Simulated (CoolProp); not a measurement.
Computed with CoolProp (reference Helmholtz-energy equation of state, Thol 2012).

Question: For benzene, give the phase and the Z, cv (kJ/(kg K)), speed of sound (m/s), Joule-Thomson coefficient (K/MPa) at 334.15 °C and 2090 kPa; 334.15 °C and 7880 kPa.

Answer: 
- 334.15 °C and 2090 kPa: gas; Z 0.880, cv 1.99, speed of sound 233, Joule-Thomson coefficient 6.67
- 334.15 °C and 7880 kPa: supercritical; Z 0.387, cv 2.12, speed of sound 157, Joule-Thomson coefficient 7.14
